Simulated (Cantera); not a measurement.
**Thermodynamics of iron carbonyl, mercury and lead vapours, feed Hg + H2**

Input: 1 mol Hg, 7.1 mol H2, at 277 °C and 1 atm.

These are equilibrium values from Cantera (NASA tables, ideal gas, pure condensed phases), not measurements of a reactor. Candidate condensed phases: Hg; 3 gas species. Equilibrium is a limit: real reactors are often held back by kinetics, nucleation or transport.

x(H2): 0.877
x(Hg): 0.123
gas amount: 8.100 mol
log10 activity of Hg(l) (absent): -0.19
